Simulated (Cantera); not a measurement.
A perfectly stirred reactor is fed with H₂ : O₂ = 0.13 : 1 (molar parts), equivalence ratio 0.065, at 0.0132 atm; it is held at 1200 K, and followed from long to short residence time.

Model: the H2/O2 subset of GRI-Mech 3.0, which has no nitrogen chemistry, integrated in Cantera. Radical loss at walls, strong at low pressure, is not modelled. The temperature is held fixed by assumption; the heat of reaction is taken as removed at once.

Question: What does this change do: temperature 1200 to 1400 K?

Answer: 
```
quantity                 before     after
---------------------  --------  --------
x(H₂) at τ = 4.80 s    0.000145  0.000156
x(O₂) at τ = 4.80 s       0.876     0.875
x(OH) at τ = 4.80 s     0.00104   0.00232
x(H₂O) at τ = 4.80 s      0.121     0.120
x(HO₂) at τ = 4.80 s    1.74e-6   9.18e-7
x(H₂) at τ = 72.0 ms    0.00187   0.00193
x(O₂) at τ = 72.0 ms      0.859     0.847
x(OH) at τ = 72.0 ms    0.00401   0.00815
x(H₂O) at τ = 72.0 ms     0.114     0.110
x(HO₂) at τ = 72.0 ms   5.57e-6   3.31e-6
```

Question: What does this change do: pressure from 0.0132 atm to 0.00247 atm?

Answer: 
```
quantity                 before     after
---------------------  --------  --------
x(H₂) at τ = 4.80 s    0.000145  0.000776
x(O₂) at τ = 4.80 s       0.876     0.866
x(OH) at τ = 4.80 s     0.00104   0.00305
x(H₂O) at τ = 4.80 s      0.121     0.118
x(HO₂) at τ = 4.80 s    1.74e-6   9.05e-7
x(H₂) at τ = 72.0 ms    0.00187   0.00490
x(O₂) at τ = 72.0 ms      0.859     0.817
x(OH) at τ = 72.0 ms    0.00401   0.00686
x(H₂O) at τ = 72.0 ms     0.114    0.0941
x(HO₂) at τ = 72.0 ms   5.57e-6   1.18e-6
```

Question: What does this change do: pressure from 0.0132 atm to 0.0263 atm?

Answer: 
| quantity | before | after |
|---|---|---|
| x(H₂) at τ = 4.80 s | 0.000145 | 8.72e-5 |
| x(O₂) at τ = 4.80 s | 0.876 | 0.877 |
| x(OH) at τ = 4.80 s | 0.00104 | 0.000652 |
| x(H₂O) at τ = 4.80 s | 0.121 | 0.122 |
| x(HO₂) at τ = 4.80 s | 1.74e-6 | 1.88e-6 |
| x(H₂) at τ = 72.0 ms | 0.00187 | 0.00116 |
| x(O₂) at τ = 72.0 ms | 0.859 | 0.870 |
| x(OH) at τ = 72.0 ms | 0.00401 | 0.00266 |
| x(H₂O) at τ = 72.0 ms | 0.114 | 0.118 |
| x(HO₂) at τ = 72.0 ms | 5.57e-6 | 8.69e-6 |
